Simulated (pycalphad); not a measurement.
Source of the numbers: pycalphad with the COST 507 light-alloy database (1999); pressure 1 atm. These are 1990s assessments: newer ones move some temperatures and phases.

# Si-75.6Al (at.%): equilibrium cooling sequence

| T (°C) | phases above | phases below |
|---|---|---|
| 758.5 | liquid | diamond (Si) + liquid |
| 577.0 | diamond (Si) + liquid | diamond (Si) + fcc |

Changes were sought between steps of 100 K, so a narrower field can be missed.
